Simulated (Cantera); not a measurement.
Input (Python, Cantera):

```python
import numpy as np
import cantera as ct

gas = ct.Solution("gri30.yaml")
gas.TPX = 2275, 11000, {'CH4': 0.032, 'H2': 1}
reactor = ct.IdealGasConstPressureReactor(gas, energy="off", clone=False)
net = ct.ReactorNet([reactor])
net.rtol, net.atol = 1e-08, 1e-18
show = ['CH4', 'H2', 'H', 'C2H', 'C2H4']
times = np.geomspace(3e-06, 80, 13)

steps = ct.SolutionArray(gas, extra=["t"])
rows = []
print(f"{'t/s':>10s}{'T/K':>9s}{'P/Pa':>11s}" + "".join(f"{s:>11s}" for s in show))
for t in times:
    while net.time < t:
        t_next = net.step()
        steps.append(gas.state, t=t_next)
    rows.append([np.interp(t, steps.t, y) for y in (steps.T, steps.P, *steps(*show).X.T)])
    print(f"{t:10.3e}{rows[-1][0]:9.1f}{rows[-1][1]:11.4g}" + "".join(f"{x:11.3e}" for x in rows[-1][2:]))
rate = np.gradient(steps.T, steps.t)
print("integrator steps:", len(steps.t))
if steps.T.max() > steps.T[0] + 200:
    print(f"time of steepest temperature rise: {steps.t[rate.argmax()]:.4e} s")
gas.TPX = 2275, 11000, {'CH4': 0.032, 'H2': 1}
gas.equilibrate("TP")
print(f"equilibrium (TP): T = {gas.T:.1f} K  " + "  ".join(f"{s} {gas[s].X[0]:.3e}" for s in show))
```

Result:

```
       t/s      T/K       P/Pa        CH4         H2          H        C2H       C2H4
 3.000e-06   2275.0    1.1e+04  3.092e-02  9.689e-01  1.215e-04  1.026e-16  2.272e-09
 1.247e-05   2275.0    1.1e+04  3.066e-02  9.685e-01  5.341e-04  2.284e-13  2.184e-07
 5.185e-05   2275.0    1.1e+04  2.961e-02  9.668e-01  2.236e-03  3.931e-10  1.288e-05
 2.156e-04   2275.0    1.1e+04  2.485e-02  9.618e-01  8.359e-03  2.707e-07  1.554e-04
 8.963e-04   2275.0    1.1e+04  9.882e-03  9.633e-01  1.522e-02  5.728e-06  6.575e-05
 3.726e-03   2275.0    1.1e+04  1.476e-03  9.642e-01  1.981e-02  1.203e-05  5.461e-06
 1.549e-02   2275.0    1.1e+04  1.987e-04  9.614e-01  2.364e-02  1.527e-05  2.886e-06
 6.441e-02   2275.0    1.1e+04  5.212e-05  9.599e-01  2.521e-02  1.642e-05  2.725e-06
 2.678e-01   2275.0    1.1e+04  4.548e-05  9.599e-01  2.527e-02  1.646e-05  2.720e-06
 1.113e+00   2275.0    1.1e+04  4.548e-05  9.599e-01  2.527e-02  1.646e-05  2.720e-06
 4.628e+00   2275.0    1.1e+04  4.548e-05  9.599e-01  2.527e-02  1.646e-05  2.720e-06
 1.924e+01   2275.0    1.1e+04  4.548e-05  9.599e-01  2.527e-02  1.646e-05  2.720e-06
 8.000e+01   2275.0    1.1e+04  4.548e-05  9.599e-01  2.527e-02  1.646e-05  2.720e-06
integrator steps: 1127
equilibrium (TP): T = 2275.0 K  CH4 4.570e-05  H2 9.599e-01  H 2.527e-02  C2H 1.646e-05  C2H4 2.720e-06
```

Cantera simulation using GRI-Mech 3.0 (53 species, 325 reactions); the numbers are that mechanism's predictions, not measurements. GRI-Mech 3.0 stops at C3 and has no aromatics, soot or wall deposition, so with more carbon than oxygen in the feed, carbon stays in small species such as C2H2 where larger ones or solid carbon would form.
